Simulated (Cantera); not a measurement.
**Calcination and drying: Mg(OH)₂ + C + O₂ + H₂O**

Feed: 1 mol Mg(OH)₂, 0.063 mol C, 0.013 mol O₂, 0.35 mol H₂O, at 1 atm.

Method: chemical equilibrium by Gibbs-energy minimisation in Cantera with the NASA 1993 tables (ideal gas, pure condensed phases). Candidate condensed phases: C, C₆H₆, C₇H₈, C₈H₁₈, H₂O, Mg, MgCO₃, MgO, Mg(OH)₂; 116 gas species. Rates play no part.

```json
[
 {"T (K)": "1248", "x H₂O": "0.889", "x H₂": "0.0661", "x CO₂": "0.0400", "x CO": "0.00463", "x OH": "1.64e-8", "x H": "1.19e-7", "x O₂": "<1e-12", "x Mg(OH)₂": "2.06e-9", "n MgO(s)": "1.00"},
 {"T (K)": "1398", "x H₂O": "0.891", "x H₂": "0.0647", "x CO₂": "0.0385", "x CO": "0.00605", "x OH": "3.25e-7", "x H": "1.20e-6", "x O₂": "3.59e-11", "x Mg(OH)₂": "3.35e-8", "n MgO(s)": "1.00"},
 {"T (K)": "1548", "x H₂O": "0.892", "x H₂": "0.0634", "x CO₂": "0.0372", "x CO": "0.00737", "x OH": "3.62e-6", "x H": "7.70e-6", "x O₂": "2.43e-9", "x Mg(OH)₂": "3.17e-7", "n MgO(s)": "1.00"},
 {"T (K)": "1698", "x H₂O": "0.893", "x H₂": "0.0622", "x CO₂": "0.0360", "x CO": "0.00856", "x OH": "2.64e-5", "x H": "3.58e-5", "x O₂": "7.88e-8", "x Mg(OH)₂": "2.01e-6", "n MgO(s)": "1.000"},
 {"T (K)": "1848", "x H₂O": "0.894", "x H₂": "0.0612", "x CO₂": "0.0350", "x CO": "0.00960", "x OH": "0.000140", "x H": "0.000130", "x O₂": "1.46e-6", "x Mg(OH)₂": "9.38e-6", "n MgO(s)": "1.000"},
 {"T (K)": "1998", "x H₂O": "0.894", "x H₂": "0.0603", "x CO₂": "0.0340", "x CO": "0.0105", "x OH": "0.000577", "x H": "0.000391", "x O₂": "1.75e-5", "x Mg(OH)₂": "3.46e-5", "n MgO(s)": "1.000"},
 {"T (K)": "2148", "x H₂O": "0.892", "x H₂": "0.0600", "x CO₂": "0.0331", "x CO": "0.0114", "x OH": "0.00194", "x H": "0.00101", "x O₂": "0.000146", "x Mg(OH)₂": "0.000105", "n MgO(s)": "1.000"}
]
```
x: gas mole fraction; n: condensed amount in mol.

From 1248 K to 2148 K the condensed part is MgO(s).
